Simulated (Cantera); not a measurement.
## Hydrocarbon pyrolysis for carbon deposition

An isothermal, constant-pressure homogeneous reactor starts with 45.5 % C3H8, 54.5 % H2, at 1350 K and 101000 Pa.

Model: GRI-Mech 3.0 (53 species, 325 reactions), integrated in Cantera. GRI-Mech 3.0 was tuned for natural gas; its chemistry of propane as a main component is partial and can be far from experiment. GRI-Mech 3.0 stops at C3 and has no aromatics, soot or wall deposition, so with more carbon than oxygen in the feed, carbon stays in small species such as C2H2 where larger ones or solid carbon would form.

```json
[
 {"t (s)": "2.00e-6", "x C3H8": "0.454", "x H2": "0.545", "x CH2": "1.72e-9", "x C2H": "<1e-12", "x CH3": "0.000222", "x C2H4": "0.000170", "x C2H2": "4.32e-10"},
 {"t (s)": "6.75e-6", "x C3H8": "0.451", "x H2": "0.544", "x CH2": "5.09e-8", "x C2H": "<1e-12", "x CH3": "0.000837", "x C2H4": "0.00177", "x C2H2": "8.17e-8"},
 {"t (s)": "2.28e-5", "x C3H8": "0.436", "x H2": "0.540", "x CH2": "1.63e-7", "x C2H": "<1e-12", "x CH3": "0.00144", "x C2H4": "0.0122", "x C2H2": "5.35e-6"},
 {"t (s)": "7.70e-5", "x C3H8": "0.382", "x H2": "0.523", "x CH2": "1.46e-7", "x C2H": "2.02e-12", "x CH3": "0.00137", "x C2H4": "0.0483", "x C2H2": "9.74e-5"},
 {"t (s)": "0.000260", "x C3H8": "0.250", "x H2": "0.482", "x CH2": "9.35e-8", "x C2H": "2.55e-11", "x CH3": "0.00110", "x C2H4": "0.138", "x C2H2": "0.00105"},
 {"t (s)": "0.000877", "x C3H8": "0.0653", "x H2": "0.429", "x CH2": "2.64e-8", "x C2H": "2.35e-10", "x CH3": "0.000544", "x C2H4": "0.260", "x C2H2": "0.00762"},
 {"t (s)": "0.00296", "x C3H8": "0.00284", "x H2": "0.423", "x CH2": "2.07e-9", "x C2H": "4.31e-10", "x CH3": "0.000130", "x C2H4": "0.285", "x C2H2": "0.0268"},
 {"t (s)": "0.0100", "x C3H8": "5.90e-5", "x H2": "0.436", "x CH2": "4.47e-10", "x C2H": "3.91e-10", "x CH3": "5.76e-5", "x C2H4": "0.257", "x C2H2": "0.0508"},
 {"t (s)": "0.0338", "x C3H8": "2.57e-5", "x H2": "0.457", "x CH2": "3.15e-10", "x C2H": "5.96e-10", "x CH3": "4.78e-5", "x C2H4": "0.201", "x C2H2": "0.0917"},
 {"t (s)": "0.114", "x C3H8": "1.42e-5", "x H2": "0.477", "x CH2": "2.25e-10", "x C2H": "7.70e-10", "x CH3": "4.05e-5", "x C2H4": "0.134", "x C2H2": "0.140"},
 {"t (s)": "0.385", "x C3H8": "1.01e-5", "x H2": "0.468", "x CH2": "1.76e-10", "x C2H": "7.19e-10", "x CH3": "3.73e-5", "x C2H4": "0.108", "x C2H2": "0.154"},
 {"t (s)": "1.30", "x C3H8": "8.29e-6", "x H2": "0.432", "x CH2": "1.39e-10", "x C2H": "5.78e-10", "x CH3": "3.62e-5", "x C2H4": "0.0977", "x C2H2": "0.151"},
 {"t (s)": "4.39", "x C3H8": "6.14e-6", "x H2": "0.385", "x CH2": "1.04e-10", "x C2H": "4.43e-10", "x CH3": "3.43e-5", "x C2H4": "0.0850", "x C2H2": "0.147"},
 {"t (s)": "14.8", "x C3H8": "5.14e-6", "x H2": "0.359", "x CH2": "8.92e-11", "x C2H": "3.87e-10", "x CH3": "3.33e-5", "x C2H4": "0.0783", "x C2H2": "0.144"},
 {"t (s)": "50.0", "x C3H8": "5.07e-6", "x H2": "0.357", "x CH2": "8.83e-11", "x C2H": "3.83e-10", "x CH3": "3.32e-5", "x C2H4": "0.0778", "x C2H2": "0.144"}
]
```
x: mole fraction; the columns are a selection and need not sum to one.

Equilibrium at this temperature and pressure: C3H8 5.07e-6, H2 0.357, CH2 8.83e-11, C2H 3.83e-10, CH3 3.32e-5, C2H4 0.0778, C2H2 0.144 (gas phase only).
